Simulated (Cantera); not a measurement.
What does this Cantera script print?

```python
import numpy as np
import cantera as ct

surf = ct.Interface("ptcombust.yaml", "Pt_surf")
gas = surf.adjacent["gas"]
gas.TPX = 923, 101325, {'CO': 0.002, 'O2': 0.16, 'N2': 0.79}
surf.TP = 923, 101325
reactor = ct.FlowReactor(gas, clone=False)
reactor.area = 0.0001  # m2
reactor.surface_area_to_volume_ratio = 1200  # 1/m
reactor.mass_flow_rate = 4.8 * reactor.area * gas.density  # inlet velocity 4.8 m/s
reactor.energy_enabled = False
wall = ct.ReactorSurface(surf, reactor, clone=False)
net = ct.ReactorNet([reactor])
net.rtol, net.atol = 1e-8, 1e-16
show, cover = ['CO', 'O2', 'H2O', 'CO2'], ['PT(S)', 'H(S)', 'O(S)', 'OH(S)', 'CO(S)', 'C(S)']

rows = []
print(f"{'z/m':>9s}{'u/(m/s)':>9s}" + "".join(f"{s:>13s}" for s in show + cover))
for z in [0.0002, 0.00039, 0.00076, 0.0015, 0.0028, 0.0055, 0.011, 0.02]:
    net.advance(z)
    rows.append([reactor.speed, *gas[show].X, *surf[cover].coverages])
    print(f"{z:9.4g}{rows[-1][0]:9.3g}" + "".join(f"{x:13.4e}" for x in rows[-1][1:]))
```

Result:

```
      z/m  u/(m/s)           CO           O2          H2O          CO2        PT(S)         H(S)         O(S)        OH(S)        CO(S)         C(S)
   0.0002      4.8   1.7082e-03   1.6790e-01   1.1550e-26   3.9302e-04   1.1042e-01   2.0201e-24   8.8924e-01   4.4288e-20   3.3365e-04   1.5498e-15
  0.00039      4.8   1.4114e-03   1.6778e-01  -1.5274e-26   6.9018e-04   1.0904e-01  -5.3222e-25   8.9069e-01  -1.9272e-20   2.6842e-04   1.2293e-15
  0.00076      4.8   9.8400e-04   1.6760e-01  -1.2243e-26   1.1180e-03   1.0717e-01  -8.3565e-25   8.9265e-01  -2.4018e-20   1.8038e-04   8.1007e-16
   0.0015      4.8   4.9098e-04   1.6740e-01  -2.7549e-26   1.6116e-03   1.0514e-01  -1.3826e-25   8.9477e-01  -5.3288e-21   8.6448e-05   3.8000e-16
   0.0028      4.8   1.5030e-04   1.6726e-01  -2.3866e-27   1.9526e-03   1.0383e-01  -1.1694e-24   8.9615e-01  -3.1531e-20   2.5767e-05   1.1167e-16
   0.0055     4.79   1.3389e-05   1.6720e-01   1.4849e-28   2.0896e-03   1.0331e-01  -1.1386e-24   8.9668e-01  -3.2089e-20   2.2715e-06   9.7898e-18
    0.011     4.79   9.8980e-08   1.6719e-01   6.9423e-33   2.1030e-03   1.0326e-01  -1.1386e-24   8.9674e-01  -3.2113e-20   1.6776e-08   7.2262e-20
     0.02     4.79   3.2270e-11   1.6719e-01  -2.0217e-32   2.1030e-03   1.0326e-01  -9.3279e-25   8.9674e-01  -2.6311e-20   5.4694e-12   2.3561e-23
```

Computed with Cantera and Deutschmann's 1995 Pt surface mechanism with GRI-Mech 3.0 gas chemistry. Catalytic surfaces can have several steady states; this one follows from the mechanism file's or the stated starting coverage. Mass transfer to the wall is taken as infinitely fast.
